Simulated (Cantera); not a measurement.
Cantera run, input and output.

```python
import numpy as np
import cantera as ct

gas = ct.Solution("h2o2.yaml")
gas.TPX = 1250, 1333, {'H2': 0.096, 'O2': 1}
inlet = ct.Reservoir(gas, clone=True)

reactor = ct.IdealGasConstPressureReactor(gas, energy="off", clone=False)
exhaust = ct.Reservoir(gas, clone=True)
tau = [8.2, 2, 0.49, 0.12, 0.029, 0.007, 0.0017][0]
for a, b in ((inlet, reactor), (reactor, exhaust)):
    ct.MassFlowController(a, b, mdot=lambda t: reactor.mass / tau)
net = ct.ReactorNet([reactor])
show = ['H2', 'O2', 'O', 'OH', 'HO2']

rows = []
print(f"{'tau/s':>10s}{'T/K':>9s}" + "".join(f"{s:>11s}" for s in show))
for tau in [8.2, 2, 0.49, 0.12, 0.029, 0.007, 0.0017]:
    net.initial_time = 0.0
    net.advance(30 * tau)
    before = gas.X
    net.advance(40 * tau)
    drift = np.max(np.abs(gas.X - before) / (gas.X + 1e-9))
    rows.append([gas.T, *gas[show].X, drift])
    print(f"{tau:10.3e}{gas.T:9.1f}" + "".join(f"{x:11.3e}" for x in gas[show].X))
```

Result:

```
     tau/s      T/K         H2         O2          O         OH        HO2
 8.200e+00   1250.0  7.641e-05  9.070e-01  9.645e-04  9.550e-04  9.376e-07
 2.000e+00   1250.0  1.867e-04  9.053e-01  2.441e-03  1.521e-03  1.664e-06
 4.900e-01   1250.0  4.440e-04  9.012e-01  5.994e-03  2.392e-03  2.615e-06
 1.200e-01   1250.0  1.010e-03  8.924e-01  1.377e-02  3.647e-03  3.598e-06
 2.900e-02   1250.0  2.136e-03  8.769e-01  2.698e-02  5.183e-03  4.310e-06
 7.000e-03   1250.0  4.339e-03  8.623e-01  3.853e-02  6.690e-03  4.619e-06
 1.700e-03   1250.0  1.031e-02  8.599e-01  3.839e-02  8.374e-03  4.695e-06
```

Computed with Cantera and the H2/O2 subset of GRI-Mech 3.0, which has no nitrogen chemistry. Radical loss at walls, strong at low pressure, is not modelled. The temperature is held fixed by assumption; the heat of reaction is taken as removed at once.
